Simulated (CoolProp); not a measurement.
A single-stage vapour-compression cycle with R236EA: evaporating at 260.15 K (dew point), condensing at 311.15 K (bubble point), superheat 8 K, subcooling 0 K, compressor efficiency 0.8, no pressure losses. Each further row changes one setting.

Values from CoolProp's reference Helmholtz-energy equation of state, Rui 2013.

```csv
case,cooling COP,pressure ratio,discharge temperature (K),refrigerating effect (kJ/kg),volumetric capacity (kJ/m³)
as stated,[?],7.33,318.0,118,354
evaporating temperature 265.15 K,[?],5.79,317.5,121,457
condensing temperature 306.15 K,[?],6.24,[?],124,374
subcooling 5 K,3.33,7.33,318.0,124,374
superheat 18 K,[?],7.33,328.4,126,364
compressor efficiency 0.7,2.76,7.33,323.6,118,354
```

Question: Some entries are withheld; supply them.

Answer: 
- as stated, cooling COP: 3.16
- evaporating temperature 265.15 K, cooling COP: 3.68
- condensing temperature 306.15 K, cooling COP: 3.63
- condensing temperature 306.15 K, discharge temperature (K): 313.6
- superheat 18 K, cooling COP: 3.24
